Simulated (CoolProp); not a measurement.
The numbers come from the reference Helmholtz-energy equation of state, Thol 2019 in CoolProp.

**Question.** Give the vapour pressure (MPa), liquid density (kg/m³), vapour density (kg/m³), enthalpy of vaporisation (kJ/kg) of saturated dodecamethylpentasiloxane (MD3M) at 323.4, 374, 384.1 K.

**Answer.** 
```json
[
 {"T (K)": "323.4", "p (MPa)": "5.34e-5", "liquid density (kg/m³)": "845", "vapour density (kg/m³)": "0.00765", "enthalpy of vaporisation (kJ/kg)": "169"},
 {"T (K)": "374", "p (MPa)": "0.00122", "liquid density (kg/m³)": "796", "vapour density (kg/m³)": "0.151", "enthalpy of vaporisation (kJ/kg)": "153"},
 {"T (K)": "384.1", "p (MPa)": "0.00200", "liquid density (kg/m³)": "786", "vapour density (kg/m³)": "0.242", "enthalpy of vaporisation (kJ/kg)": "150"}
]
```
